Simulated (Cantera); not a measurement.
A perfectly stirred reactor is fed with 99.5 % N2O, 0.547 % H2O, at 760 Torr; it is held at 1475 K, and followed from long to short residence time.

Detailed kinetics in Cantera: GRI-Mech 3.0 (53 species, 325 reactions). GRI-Mech 3.0 was tuned for natural gas; its chemistry of N2O as a main component is partial and can be far from experiment. The temperature is held fixed by assumption; the heat of reaction is taken as removed at once.

x: mole fraction; the columns are a selection and need not sum to one.

```csv
τ (s),x N2O,x H2O,x NO,x N2,x H2
2.2,0.0120,0.00366,0.0464,0.633,4.50e-8
0.48,0.0467,0.00372,0.0723,0.597,7.40e-8
0.11,0.155,0.00391,0.0900,0.516,1.04e-7
0.023,(withheld),(withheld),(withheld),(withheld),1.20e-7
0.0050,0.763,0.00501,0.0328,0.138,1.26e-7
0.0011,0.931,0.00532,0.00919,0.0378,1.30e-7
0.00024,0.980,0.00542,(withheld),(withheld),(withheld)
```

Task: What belongs in the gaps?

Result: 
- 0.023, x N2O: 0.431
- 0.023, x H2O: 0.00441
- 0.023, x NO: 0.0739
- 0.023, x N2: 0.339
- 0.00024, x NO: 0.00216
- 0.00024, x N2: 0.00865
- 0.00024, x H2: 9.01e-8
